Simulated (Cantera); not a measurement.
Input: 1 mol CO, 0.92 mol H₂O, at 925 °C and 46.0 Pa.

Equilibrium computed with Cantera from the NASA thermochemical tables; the gas is ideal and each condensed phase is pure. Rates play no part.

| species | before | after |
|---|---|---|
| CO | 0.291 | 0.338 |
| H | 4.25e-6 | 0.194 |
| H₂O | 0.249 | 0.151 |
| CO₂ | 0.230 | 0.0787 |
| H₂ | 0.230 | 0.113 |
| O | <1e-9 | 0.0516 |
| O₂ | <1e-9 | 0.0287 |
| OH | 3.63e-8 | 0.0446 |
Gas species are given as mole fractions.

### Question
Name the change that produced these shifts.
A) temperature from 925 °C to 2075 °C
B) temperature from 925 °C to 1875 °C
C) H₂O from 0.92 to 0.023 mol
D) temperature from 925 °C to 1500 °C

### Answer
A, temperature from 925 °C to 2075 °C
